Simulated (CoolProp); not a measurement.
A single-stage vapour-compression cycle with ammonia: evaporating at 305.15 K (dew point), condensing at 327.15 K (bubble point), superheat 8 K, subcooling 2 K, compressor efficiency 0.9, no pressure losses. Each further row changes one setting.

Model: reference Helmholtz-energy equation of state, Gao 2020, in CoolProp.

| case | cooling COP | pressure ratio | discharge temperature (K) | refrigerating effect (kJ/kg) | volumetric capacity (kJ/m³) |
|---|---|---|---|---|---|
| as stated | 11.1 | 1.82 | 361.9 | 1060 | 9750 |
| evaporating temperature 310.15 K | 14.9 | 1.58 | 355.0 | 1070 | 11300 |
| condensing temperature 322.15 K | 14.7 | 1.60 | 350.8 | 1090 | 9980 |
| subcooling 7 K | 11.4 | 1.82 | 361.9 | 1090 | 9980 |
| superheat 18 K | 10.9 | 1.82 | 373.7 | 1090 | 9540 |
| compressor efficiency 0.8 | 9.87 | 1.82 | 365.9 | 1060 | 9750 |
